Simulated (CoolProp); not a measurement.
Vapour-liquid equilibrium of R113 (1) + acetone (2) at 32.5 kPa; x and y are mole fractions of (1).

Computed with CoolProp (multi-fluid Helmholtz-energy mixture model, Marx 1992 and Lemmon 2006; pair parameters Bell 2016).

```tsv
x	bubble temperature, mixture model (K)	bubble temperature, Raoult's law (K)	y, mixture model	y, Raoult's law
0.05	296.5	298.9	0.160	0.071
0.15	292.6	297.9	0.353	0.205
0.25	290.3	296.9	0.463	0.328
0.35	289.0	295.9	0.533	0.442
0.45	288.2	295.0	0.585	0.547
0.55	287.7	294.1	0.629	0.644
0.65	287.5	293.2	0.672	0.734
0.75	287.5	292.3	0.724	0.817
0.85	287.9	291.5	0.795	0.895
0.95	289.1	290.6	0.910	0.966
```

The largest gap from Raoult's law is -6.9 K in bubble temperature, at x = 0.35. y crosses x between x = 0.65 and 0.75: the model has an azeotrope there.

Pair parameters are fitted to limited data, so mixtures are less certain than the pure fluids.
